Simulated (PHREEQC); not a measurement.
Model water analysis in mg/kgw, 65 °C, pH 7.08: Na 2790; K 45.5; Ca 19.4; Mg 197; Cl 4840; S(6) as SO4 201; Alkalinity as HCO3 23.8.

Cl is adjusted to close the charge balance.
Valence states are taken as typed.

Computed with PHREEQC (Pitzer model, pitzer.dat).

```
Quantity                     Result
--------------------  -------------
ionic strength        0.150 mol/kgw
specific conductance    28600 µS/cm
density                 0.986 g/cm³
osmotic coefficient           0.914
```

```csv
species,molality,activity,log γ
Cl-,0.135,0.0981,-0.139
Na+,0.121,0.0910,-0.125
Mg+2,0.00810,0.00248,-0.514
SO4-2,0.00209,0.000456,-0.662
K+,0.00116,0.000855,-0.134
Ca+2,0.000484,0.000137,-0.547
HCO3-,0.000383,0.000294,-0.114
CO2,4.66e-5,4.76e-5,0.010
OH-,2.16e-6,1.50e-6,-0.157
MgOH+,1.13e-6,1.00e-6,-0.054
CO3-2,1.09e-6,2.53e-7,-0.634
MgCO3,9.74e-7,9.74e-7,0.000
H+,1.08e-7,8.32e-8,-0.115
HSO4-,1.62e-8,1.17e-8,-0.139
```

Precipitation was switched off in this run. Species that the database lacks are ignored. Away from 25 °C the constants follow the database's enthalpies or fits; those with neither stay at their 25 °C values.
